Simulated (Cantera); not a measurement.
Feed: 1 mol Ti(OiPr)₄, 120 mol H₂, equilibrated at 0.0133 bar.

These are equilibrium values from Cantera (NASA tables, ideal gas, pure condensed phases), not measurements of a reactor. Candidate condensed phases: C, C₆H₆, C₇H₈, C₈H₁₈, H₂O, Ti, TiC, TiO, TiO₂, Ti₂O₃, Ti₃O₅, Ti₄O₇; 113 gas species. The feed counts by its element totals alone. Mutual solubility and eutectic melting of coexisting phases are not modelled. TiC: taken at fixed stoichiometry. Equilibrium is a limit: real reactors are often held back by kinetics, nucleation or transport.

Q: Which condensed phases are stable at each of these points (T (K)): 1125, 1175, 1225, 1275, 1325, 1375, 1425, 1475, 1525, 1575?

A: 
| T (K) | condensed phases | Ti condensed (%) |
|---|---|---|
| 1125 | C(graphite) + TiC(s) + Ti₃O₅(s) | 100.0 |
| 1175 | C(graphite) + TiC(s) | 100.0 |
| 1225 | C(graphite) + TiC(s) | 100.0 |
| 1275 | C(graphite) + TiC(s) | 100.0 |
| 1325 | C(graphite) + TiC(s) | 100.0 |
| 1375 | C(graphite) + TiC(s) | 100.0 |
| 1425 | C(graphite) + TiC(s) | 100.0 |
| 1475 | C(graphite) + TiC(s) | 100.0 |
| 1525 | C(graphite) + TiC(s) | 100.0 |
| 1575 | C(graphite) + TiC(s) | 100.0 |

At 1125 K the condensed part is C(graphite) + TiC(s) + Ti₃O₅(s). From 1175 K to 1575 K the condensed part is C(graphite) + TiC(s).
